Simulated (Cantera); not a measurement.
Cantera run, input and output.

```python
import numpy as np
import cantera as ct

gas = ct.Solution("gri30.yaml")
gas.TPX = 1050, 1400, {'C2H6': 1, 'N2': 130}
reactor = ct.IdealGasConstPressureReactor(gas, energy="off", clone=False)
net = ct.ReactorNet([reactor])
net.rtol, net.atol = 1e-08, 1e-18
show = ['C2H6', 'CH2', 'C2H2', 'C2H4', 'CH3']
times = np.geomspace(3e-06, 30, 14)

steps = ct.SolutionArray(gas, extra=["t"])
rows = []
print(f"{'t/s':>10s}{'T/K':>9s}{'P/Pa':>11s}" + "".join(f"{s:>11s}" for s in show))
for t in times:
    while net.time < t:
        t_next = net.step()
        steps.append(gas.state, t=t_next)
    rows.append([np.interp(t, steps.t, y) for y in (steps.T, steps.P, *steps(*show).X.T)])
    print(f"{t:10.3e}{rows[-1][0]:9.1f}{rows[-1][1]:11.4g}" + "".join(f"{x:11.3e}" for x in rows[-1][2:]))
rate = np.gradient(steps.T, steps.t)
print("integrator steps:", len(steps.t))
if steps.T.max() > steps.T[0] + 200:
    print(f"time of steepest temperature rise: {steps.t[rate.argmax()]:.4e} s")
gas.TPX = 1050, 1400, {'C2H6': 1, 'N2': 130}
gas.equilibrate("TP")
print(f"equilibrium (TP): T = {gas.T:.1f} K  " + "  ".join(f"{s} {gas[s].X[0]:.3e}" for s in show))
```

Result:

```
       t/s      T/K       P/Pa       C2H6        CH2       C2H2       C2H4        CH3
 3.000e-06   1050.0       1400  7.634e-03  2.317e-24  8.468e-29  3.662e-18  5.608e-11
 1.037e-05   1050.0       1400  7.634e-03  8.559e-23  3.540e-27  5.558e-17  1.938e-10
 3.581e-05   1050.0       1400  7.634e-03  3.162e-21  1.999e-25  1.159e-15  6.694e-10
 1.237e-04   1050.0       1400  7.634e-03  1.247e-19  1.781e-23  3.417e-14  2.312e-09
 4.275e-04   1050.0       1400  7.634e-03  4.996e-18  2.148e-21  1.224e-12  7.977e-09
 1.477e-03   1050.0       1400  7.634e-03  1.890e-16  2.930e-19  4.534e-11  2.743e-08
 5.104e-03   1050.0       1400  7.634e-03  6.274e-15  6.514e-17  1.712e-09  9.323e-08
 1.763e-02   1050.0       1400  7.633e-03  1.666e-13  4.238e-14  6.605e-08  3.044e-07
 6.093e-02   1050.0       1400  7.630e-03  3.564e-12  4.226e-11  2.393e-06  8.766e-07
 2.105e-01   1050.0       1400  7.578e-03  4.220e-11  1.936e-08  5.201e-05  2.422e-06
 7.273e-01   1050.0       1400  7.200e-03  1.385e-10  1.329e-06  4.126e-04  4.855e-06
 2.513e+00   1050.0       1400  5.768e-03  1.378e-10  2.743e-05  1.757e-03  4.506e-06
 8.683e+00   1050.0       1400  2.201e-03  8.438e-11  3.488e-04  4.828e-03  2.625e-06
 3.000e+01   1050.0       1400  1.191e-04  5.112e-12  1.672e-03  5.465e-03  4.086e-07
integrator steps: 791
equilibrium (TP): T = 1050.0 K  C2H6 1.221e-08  CH2 1.677e-15  C2H2 1.577e-03  C2H4 5.345e-05  CH3 8.289e-09
```

Cantera simulation using GRI-Mech 3.0 (53 species, 325 reactions); the numbers are that mechanism's predictions, not measurements. GRI-Mech 3.0 stops at C3 and has no aromatics, soot or wall deposition, so with more carbon than oxygen in the feed, carbon stays in small species such as C2H2 where larger ones or solid carbon would form. Radical loss at walls, strong at low pressure, is not modelled.
